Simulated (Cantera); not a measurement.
Feed: 1 mol Al, 12 mol H₂O, 81 mol H₂, held at 2173 K and 45.0 Pa.

Method: chemical equilibrium by Gibbs-energy minimisation in Cantera with the NASA 1993 tables (ideal gas, pure condensed phases). Candidate condensed phases: Al, Al₂O₃, H₂O; 19 gas species. The tables' values for AlOH are old estimates; treat these amounts as uncertain. The numbers say what is thermodynamically allowed, not how fast it happens.

Base state: H₂ 0.707, H 0.191, H₂O 0.0977, OH 0.00354, O 0.000671, AlOH 6.84e-5, Al 6.58e-5, AlO₂H 4.13e-5 (mole fractions); condensed: Al₂O₃(s).

Question: What changes in the equilibrium state with this change: temperature from 2173 K to 1425 K?

Answer: 
```
species          before     after
-------------  --------  --------
H₂                0.707     0.887
H₂O              0.0977     0.113
H                 0.191  0.000303
AlOH            6.84e-5     <1e-9
O              0.000671     <1e-9
Al              6.58e-5     <1e-9
Al₂O₃(s), mol     0.489     0.500
```
